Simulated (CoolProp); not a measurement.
n-perfluorohexane along the isobar 2.48 MPa: Z from the reference equation and from simpler models built on Tc = 448.0 K, pc = 1.742 MPa, ω = 0.497; each cubic takes its own stable root.

Computed with CoolProp (reference Helmholtz-energy equation of state, Gao 2022).

```
T (K)          phase  reference  Soave-Redlich-Kwong  Peng-Robinson
-----  -------------  ---------  -------------------  -------------
369.6         liquid     0.1862               0.2164         0.1915
376.9         liquid     0.1859               0.2171         0.1921
384.2         liquid     0.1860               0.2182         0.1932
391.5         liquid     0.1864               0.2200         0.1948
398.8         liquid     0.1873               0.2224         0.1971
406.1         liquid     0.1886               0.2257         0.2002
413.4         liquid     0.1905               0.2299         0.2042
420.8         liquid     0.1932               0.2356         0.2095
428.1         liquid     0.1969               0.2429         0.2166
435.4         liquid     0.2022               0.2527         0.2260
442.7         liquid     0.2097               0.2661         0.2390
450    supercritical     0.2216               0.2855         0.2581
```
